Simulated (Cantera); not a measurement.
Feed: 1 mol CS2, 0.0086 mol SO2, 2.3 mol O2, held at 1073 K and 1.00 bar.

Equilibrium computed with Cantera from the NASA thermochemical tables; the gas is ideal and each condensed phase is pure. Candidate condensed phases: C, S; 22 gas species. Gases not in the tables: S3 to S7. Kinetics and transport are ignored.

Base state: SO2 0.490, CO2 0.374, S2 0.124, S2O 0.00828, CO 0.00153, COS 0.00111, SO 7.42e-5 (mole fractions); condensed: gas only.

### Question
What changes in the equilibrium state with this change: CS2 replaced by H2S?

### Answer
```csv
species,before,after
H2O,0,0.375
SO2,0.490,0.270
O2,<1e-9,0.246
CO2,0.374,0
S2,0.124,<1e-9
SO3,6.01e-8,0.109
S2O,0.00828,<1e-9
CO,0.00153,0
COS,0.00111,0
H2SO4,0,8.44e-5
SO,7.42e-5,<1e-9
```
Further candidate phases: H2O, H2SO4.
